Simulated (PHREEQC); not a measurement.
Acid rinse or clean: speciation

Dissolve 65 mmol/kgw HNO3, 0.63 mmol/kgw AlCl3 and 7.1 mmol/kgw MnSO4 at 19 °C. Closed to the air; pH follows from the charge balance.

All values are PHREEQC results (ion-association model, phreeqc.dat), not measurements.

No solid was allowed to form.

### Question
What pH, ionic strength, specific conductance does the model give?

### Answer
pH 1.30; ionic strength 0.0853 mol/kgw; specific conductance 19800 µS/cm.

### Question
In which forms is S present?

### Answer
HSO4- 63 %, SO4-2 29 %, MnSO4 5.0 %, AlSO4+ 3.2 % of the S.
